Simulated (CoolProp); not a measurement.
Vapour-liquid equilibrium of R22 (1) + C3F8 (R218) (2) at 298 K; x and y are mole fractions of (1).

Model: multi-fluid Helmholtz-energy mixture model, Kamei 1995 and Lemmon 2006; pair parameters Bell 2016, in CoolProp.

```tsv
x	bubble pressure, mixture model (MPa)	bubble pressure, Raoult's law (MPa)	y, mixture model	y, Raoult's law
0.05	0.9282	0.8727	0.097	0.060
0.15	1.038	0.8903	0.248	0.175
0.25	1.123	0.9079	0.359	0.286
0.35	1.184	0.9255	0.446	0.393
0.45	1.223	0.9430	0.517	0.496
0.55	1.244	0.9606	0.579	0.595
0.65	1.248	0.9782	0.638	0.691
0.75	1.233	0.9958	0.703	0.783
0.85	1.192	1.013	0.784	0.872
0.95	1.108	1.031	0.906	0.958
```

The largest gap from Raoult's law is +29.7 % in bubble pressure, at x = 0.45. y crosses x between x = 0.55 and 0.65: the model has an azeotrope there.

Pair parameters are fitted to limited data, so mixtures are less certain than the pure fluids.
